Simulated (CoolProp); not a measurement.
The numbers come from the reference Helmholtz-energy equation of state, Wagner 2002 in CoolProp.

### Question
For water, give the phase and the cv (kJ/(kg K)), Prandtl number at 419.8 K and 0.101 MPa; 430.2 K and 0.101 MPa; 440.6 K and 0.101 MPa.

### Answer
- 419.8 K and 0.101 MPa: gas; cv 1.50, Prandtl number 0.979
- 430.2 K and 0.101 MPa: gas; cv 1.49, Prandtl number 0.973
- 440.6 K and 0.101 MPa: gas; cv 1.49, Prandtl number 0.968

Viscosity comes from a separate model (Huber 2009). Thermal conductivity comes from a separate model (Huber 2012).
